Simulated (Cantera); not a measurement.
# Ignition delay

Mixture: 10.3 % CO, 0.320 % H2, 1.65 % CH4, 18.4 % O2, 69.0 % N2, 0.258 % CO2, equivalence ratio 0.47, at 750 Torr, adiabatic and at constant pressure. Ignition delay is the time to a rise of 400 K.

Computed with Cantera and GRI-Mech 3.0 (53 species, 325 reactions). Where the delays flatten at high temperature, the 400 K rule measures the pace of heat release, not the induction time.

```tsv
T0 (K)	delay (ms)
1025	7.41
1100	3.10
1175	1.57
1250	0.891
1325	0.558
1400	0.378
1475	0.274
1550	0.210
1625	0.170
```

* **apparent activation energy between 1475 and 1625 K**: 63 kJ/mol
